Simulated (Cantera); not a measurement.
Cantera run:

```python
import numpy as np
import cantera as ct

gas_names = [...]  # 110 gases of nasa_gas.yaml made of C, H, O
cond_names = """
    C(gr) C6H6(L) C7H8(L) C8H18(L),n-octa H2O(s) H2O(L)
""".split()


# ... load() reads the species with a 1 bar reference pressure and builds the phases ...
atoms = {
    'C2H5OH': {'C': 2, 'H': 6, 'O': 1},
    'CO2': {'C': 1, 'O': 2},
}
top_T = {'C(gr)': 4500}  # K; cautious upper limits of use, not melting points


# ... equilibrate(T, P, feed) seeds the gas with the atoms and calls Mixture.equilibrate('TP', solver="vcs", rtol=1e-11, max_steps=5000) ...
results = []
feed = {'C2H5OH': 1, 'CO2': 0.77}  # mol
T = 1500  # K
P = 660  # Pa
mix = equilibrate(T, P, feed)
results.append((T, P, feed, dict(zip(mix.species_names, mix.species_moles))))
print(gas.report(threshold=1e-05))
for i in range(1, mix.n_phases):
    print(f"{mix.phase(i).name:16s} {mix.phase_moles(i):12.5e} mol")
```

Result:

```
       temperature   1500 K
          pressure   660 Pa
           density   0.00073733 kg/m^3
  mean mol. weight   13.933 kg/kmol
   phase of matter   gas

                          1 kg             1 kmol
                     ---------------   ---------------
          enthalpy       -9.4542e+05       -1.3172e+07  J
   internal energy       -1.8405e+06       -2.5644e+07  J
           entropy             18535        2.5825e+05  J/K
    Gibbs function       -2.8748e+07       -4.0054e+08  J
 heat capacity c_p            2413.6             33629  J/K
 heat capacity c_v            1816.9             25314  J/K

                      mass frac. Y      mole frac. X     chem. pot. / RT
                     ---------------   ---------------   ---------------
                CO           0.92163           0.45845           -41.427
                 H        1.1534e-05        0.00015943           -12.119
                H2          0.078334           0.54138           -24.237
     [ +107 minor]        2.1446e-05        1.3627e-05

C(gr)             2.29939e-01 mol
```

Cantera equilibrium calculation (NASA polynomials, part measured and part estimated; ideal gas, pure solids and liquids).
